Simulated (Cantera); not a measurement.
A perfectly stirred reactor is fed with 12.9 % CO, 11.4 % H2, 3.08 % CH4, 15.3 % O2, 57.3 % N2, at 1.00 bar; it is adiabatic with a 348 K inlet, and is followed from long to short residence time, starting on the burning branch (τ in s: 0.12, 0.05, 0.021, 0.0087, 0.0036, 0.0015, 0.00063, 0.00026, 0.00011, 4.6e-05, 1.9e-05).

Detailed kinetics in Cantera: GRI-Mech 3.0 (53 species, 325 reactions).

Question: Predict: blow-out, bracketed by the residence times tried; x(CO) at τ = 0.120 s; x(H2) at τ = 0.120 s; x(CH4) at τ = 0.120 s; x(NO) at τ = 0.120 s; x(NO2) at τ = 0.120 s; x(CO) at τ = 1.50 ms; x(H2) at τ = 1.50 ms; x(CH4) at τ = 1.50 ms; x(NO) at τ = 1.50 ms; x(NO2) at τ = 1.50 ms.

Answer: 
| Property | Value |
|---|---|
| blow-out, bracketed by the residence times tried | burning at 46.0 µs, out at 19.0 µs |
| x(CO) at τ = 0.120 s | 0.0571 |
| x(H2) at τ = 0.120 s | 0.0148 |
| x(CH4) at τ = 0.120 s | 8.37e-7 |
| x(NO) at τ = 0.120 s | 0.00106 |
| x(NO2) at τ = 0.120 s | 8.77e-8 |
| x(CO) at τ = 1.50 ms | 0.0689 |
| x(H2) at τ = 1.50 ms | 0.0209 |
| x(CH4) at τ = 1.50 ms | 1.67e-5 |
| x(NO) at τ = 1.50 ms | 0.000173 |
| x(NO2) at τ = 1.50 ms | 1.42e-8 |
